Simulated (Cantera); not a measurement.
A closed system holds: 1 mol CH3SiCl3, 0.054 mol C3H8, 4.1 mol H2, held at 1275 K.

These are equilibrium values from Cantera (NASA tables, ideal gas, pure condensed phases), not measurements of a reactor. Candidate condensed phases: C, C6H6, C7H8, C8H18, Si, SiC; 109 gas species. The feed counts by its element totals alone. The numbers say what is thermodynamically allowed, not how fast it happens.

Q: What share of the Si ends up in condensed phases as a function of P (Pa), at 100, 400, 1600, 6300, 25000, 100000?

A: 
```json
[
 {"P (Pa)": "100", "Si condensed (%)": "97.9", "as": "SiC(s)"},
 {"P (Pa)": "400", "Si condensed (%)": "96.4", "as": "SiC(s)"},
 {"P (Pa)": "1600", "Si condensed (%)": "92.4", "as": "SiC(s)"},
 {"P (Pa)": "6300", "Si condensed (%)": "84.8", "as": "SiC(s)"},
 {"P (Pa)": "25000", "Si condensed (%)": "74.3", "as": "SiC(s)"},
 {"P (Pa)": "100000", "Si condensed (%)": "63.1", "as": "SiC(s)"}
]
```
